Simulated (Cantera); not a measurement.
# Premixed flame

A freely propagating, adiabatic, planar premixed flame of CH4 : H2 : O2 : N2 : H2O = 1 : 0.53 : 2.54 : 9.57 : 0.53 (molar parts), unburnt at 475 K and 3450 Torr; mixture-averaged transport, grid criteria slope 0.08 and curve 0.16, no radiation.

Computed with Cantera and GRI-Mech 3.0 (53 species, 325 reactions). Burning velocities carry a grid error of a few per cent, more on coarse grids.

```json
[
 {"z (mm)": "-0.398", "T (K)": "476", "u (m/s)": "0.441", "x CH4": "0.0706", "x H2": "0.0362", "x O2": "0.179", "x CH2O": "1.83e-7", "x HCO": "<1e-8", "x O": "<1e-8"},
 {"z (mm)": "-0.265", "T (K)": "481", "u (m/s)": "0.445", "x CH4": "0.0705", "x H2": "0.0341", "x O2": "0.180", "x CH2O": "2.79e-6", "x HCO": "<1e-8", "x O": "<1e-8"},
 {"z (mm)": "-0.199", "T (K)": "496", "u (m/s)": "0.458", "x CH4": "0.0699", "x H2": "0.0315", "x O2": "0.179", "x CH2O": "1.51e-5", "x HCO": "<1e-8", "x O": "<1e-8"},
 {"z (mm)": "-0.133", "T (K)": "582", "u (m/s)": "0.537", "x CH4": "0.0658", "x H2": "0.0269", "x O2": "0.174", "x CH2O": "0.000130", "x HCO": "<1e-8", "x O": "<1e-8"},
 {"z (mm)": "-0.0663", "T (K)": "993", "u (m/s)": "0.919", "x CH4": "0.0450", "x H2": "0.0199", "x O2": "0.140", "x CH2O": "0.000958", "x HCO": "1.35e-7", "x O": "1.92e-6"},
 {"z (mm)": "-0.0332", "T (K)": "1390", "u (m/s)": "1.29", "x CH4": "0.0239", "x H2": "0.0163", "x O2": "0.102", "x CH2O": "0.00112", "x HCO": "4.24e-6", "x O": "4.56e-5"},
 {"z (mm)": "0", "T (K)": "1770", "u (m/s)": "1.65", "x CH4": "0.00468", "x H2": "0.0118", "x O2": "0.0594", "x CH2O": "0.000426", "x HCO": "1.61e-5", "x O": "0.000483"},
 {"z (mm)": "0.0332", "T (K)": "1938", "u (m/s)": "1.79", "x CH4": "0.000190", "x H2": "0.00731", "x O2": "0.0376", "x CH2O": "3.74e-5", "x HCO": "3.18e-6", "x O": "0.00142"},
 {"z (mm)": "0.0663", "T (K)": "2012", "u (m/s)": "1.85", "x CH4": "4.08e-6", "x H2": "0.00547", "x O2": "0.0308", "x CH2O": "1.06e-6", "x HCO": "1.19e-7", "x O": "0.00150"},
 {"z (mm)": "0.133", "T (K)": "2090", "u (m/s)": "1.92", "x CH4": "<1e-8", "x H2": "0.00391", "x O2": "0.0263", "x CH2O": "<1e-8", "x HCO": "<1e-8", "x O": "0.00102"},
 {"z (mm)": "0.265", "T (K)": "2152", "u (m/s)": "1.97", "x CH4": "<1e-8", "x H2": "0.00230", "x O2": "0.0235", "x CH2O": "<1e-8", "x HCO": "<1e-8", "x O": "0.000539"},
 {"z (mm)": "0.531", "T (K)": "2186", "u (m/s)": "2.00", "x CH4": "<1e-8", "x H2": "0.00123", "x O2": "0.0219", "x CH2O": "<1e-8", "x HCO": "<1e-8", "x O": "0.000279"},
 {"z (mm)": "1.06", "T (K)": "2198", "u (m/s)": "2.01", "x CH4": "<1e-8", "x H2": "0.000855", "x O2": "0.0214", "x CH2O": "<1e-8", "x HCO": "<1e-8", "x O": "0.000198"}
]
```
x: mole fraction of selected species; z is measured from the peak of heat release.

- laminar burning velocity: 44.1 cm/s
- thermal thickness: 0.133 mm
- peak x(CH2O): 0.00120
- peak x(HCO): 1.61e-5
- peak x(O): 0.00155
- grid points: 155
